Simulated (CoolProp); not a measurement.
Values from CoolProp's reference Helmholtz-energy equation of state, Thol 2015.

Task: Give the vapour pressure (kPa), enthalpy of vaporisation (kJ/kg), surface tension (mN/m) of saturated octamethylcyclotetrasiloxane (D4) at 159.55 °C.

Result: 
| T (°C) | p (kPa) | enthalpy of vaporisation (kJ/kg) | surface tension (mN/m) |
|---|---|---|---|
| 159.55 | 65.9 | 137 | 8.44 |

Surface tension comes from a separate correlation (Mulero 2014), older than this fluid's equation and unchecked against measurements.
